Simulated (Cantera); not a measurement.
Feed: 1 mol SiH₂Cl₂, 0.64 mol O₃, a varied amount of N₂, equilibrated at 798.15 K and 16.0 mbar.

Equilibrium computed with Cantera from the NASA thermochemical tables; the gas is ideal and each condensed phase is pure. Candidate condensed phases: H₂O, NH₄Cl, Si, SiO₂, Si₂N₂O, Si₃N₄; 47 gas species. N₂ is the only nitrogen source here; it is nearly inert below about 1500 K, so the nitride shown seldom forms there in practice. The numbers say what is thermodynamically allowed, not how fast it happens.

At 24 mol N₂, list the 4 most abundant gas species with their mole fractions, and the condensed phases.

N₂ 0.923, HCl 0.0751, H₂ 0.000969, SiCl₄ 0.000485. Condensed: SiO₂(α-quartz) + Si₂N₂O(s).
